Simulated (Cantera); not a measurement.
An isothermal, constant-pressure homogeneous reactor starts with 75.8 % NO, 24.2 % N₂, at 2098 K and 0.109 atm.

Model: GRI-Mech 3.0 (53 species, 325 reactions), integrated in Cantera.

x: mole fraction; the columns are a selection and need not sum to one.

| t (s) | x NO | x O | x O₂ | x N₂ | x NO₂ |
|---|---|---|---|---|---|
| 3.00e-5 | 0.758 | … | 1.29e-8 | 0.242 | 4.16e-8 |
| 0.000196 | 0.758 | … | 5.56e-7 | 0.242 | 1.48e-6 |
| 0.00128 | 0.757 | … | 3.01e-5 | 0.242 | 2.67e-5 |
| 0.00838 | 0.754 | … | 0.00140 | 0.244 | 8.25e-5 |
| 0.0548 | 0.729 | … | 0.0134 | 0.256 | 0.000111 |
| 0.358 | 0.561 | … | 0.0972 | 0.340 | 0.000186 |
| 2.34 | 0.0810 | 0.00242 | 0.337 | 0.580 | 5.00e-5 |
| 15.3 | 0.0118 | 0.00253 | 0.371 | 0.615 | 7.63e-6 |
| 100 | 0.0117 | 0.00253 | 0.371 | 0.615 | 7.58e-6 |

**Question.** Complete the blanks.

**Answer.** 
- 3.00e-5, x O: 4.33e-6
- 0.000196, x O: 2.82e-5
- 0.00128, x O: 0.000195
- 0.00838, x O: 0.000609
- 0.0548, x O: 0.000767
- 0.358, x O: 0.00141
